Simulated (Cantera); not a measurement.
A Cantera script and what it prints.

```python
import numpy as np
import cantera as ct

gas_names = [...]  # 92 gases of nasa_gas.yaml made of C, H, N
cond_names = """
    C(gr) C6H6(L) C7H8(L) C8H18(L),n-octa
""".split()


# ... load() reads the species with a 1 bar reference pressure and builds the phases ...
atoms = {
    'n-butane': {'C': 4, 'H': 10},
    'H2': {'H': 2},
    'N2': {'N': 2},
}
top_T = {'C(gr)': 4500}  # K; cautious upper limits of use, not melting points


# ... equilibrate(T, P, feed) seeds the gas with the atoms and calls Mixture.equilibrate('TP', solver="vcs", rtol=1e-11, max_steps=5000) ...
results = []
feed = {'n-butane': 1, 'H2': 2.9, 'N2': 4.6}  # mol
T = 1298  # K
for P in [10, 100, 1000, 10000, 100000, 1000000, 10000000]:
    mix = equilibrate(T, P, feed)
    results.append((T, P, feed, dict(zip(mix.species_names, mix.species_moles))))

top = {s: max(r[3][s] / sum(r[3][g] for g in gas_names) for r in results) for s in gas_names}
cols = sorted((s for s in top if top[s] > 0.0001), key=lambda s: -top[s])[:7]
seen = [c for c in cond_names if any(r[3].get(c, 0) > 1e-12 for r in results)]
print("log10 of partial pressures in bar; condensed amounts in mol")
print(f"{'P/Pa':>10s}" + "".join(f"{s[:9]:>10s}" for s in cols + seen))
for T, P, feed, n in results:
    ng = sum(n[g] for g in gas_names)
    print(f"{P:10.4g}" + "".join(f"{np.log10(max(n[s] / ng * P / 1e5, 1e-99)):10.3f}" for s in cols)
          + "".join(f"{n.get(c, 0):10.4g}" for c in seen))
```

Output:

```
log10 of partial pressures in bar; condensed amounts in mol
      P/Pa        H2        N2       CH4       NH3     C(gr)
        10    -4.199    -4.434   -10.497   -12.419     3.999
       100    -3.199    -3.434    -8.497   -10.419     3.999
      1000    -2.199    -2.434    -6.497    -8.419     3.998
     1e+04    -1.200    -1.434    -4.498    -6.419     3.995
     1e+05    -0.202    -0.433    -2.503    -4.423      3.96
     1e+06     0.773     0.578    -0.552    -2.454     3.658
     1e+07     1.633     1.625     1.166    -0.642     2.401
```

Method: chemical equilibrium by Gibbs-energy minimisation in Cantera with the NASA 1993 tables (ideal gas, pure condensed phases). The ideal-gas law is rough above about 30 bar.
